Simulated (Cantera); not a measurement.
Catalytic combustion on Pt

An isothermal plug-flow reactor at 550 K and 4.93 atm (inlet), inlet velocity 1.2 m/s, active area per volume 4300 1/m; feed H2 : O2 : N2 : H2O = 0.004 : 0.025 : 0.79 : 0.043 (molar parts), equivalence ratio 0.080.

Detailed kinetics in Cantera: Deutschmann's 1995 Pt surface mechanism with GRI-Mech 3.0 gas chemistry. Catalytic surfaces can have several steady states; this one follows from the mechanism file's or the stated starting coverage. Mass transfer to the wall is taken as infinitely fast.

| z (m) | x H2 | x O2 | x H2O | θ free Pt | θ O* | θ OH* |
|---|---|---|---|---|---|---|
| 0.00018 | 0.000802 | 0.0271 | 0.0538 | 0.0460 | 0.879 | 0.0741 |
| 0.00035 | 0.000446 | 0.0270 | 0.0542 | 0.0258 | 0.917 | 0.0568 |
| 0.00068 | 0.000239 | 0.0269 | 0.0544 | 0.0139 | 0.944 | 0.0423 |
| 0.0013 | 0.000128 | 0.0268 | 0.0545 | 0.00741 | 0.961 | 0.0312 |
| 0.0025 | 6.70e-5 | 0.0268 | 0.0546 | 0.00390 | 0.973 | 0.0228 |
| 0.0049 | 3.43e-5 | 0.0268 | 0.0546 | 0.00201 | 0.982 | 0.0164 |
| 0.0095 | 1.76e-5 | 0.0268 | 0.0546 | 0.00105 | 0.987 | 0.0119 |
| 0.018 | 9.14e-6 | 0.0267 | 0.0546 | 0.000575 | 0.991 | 0.00884 |
x: gas mole fraction; θ: surface coverage.
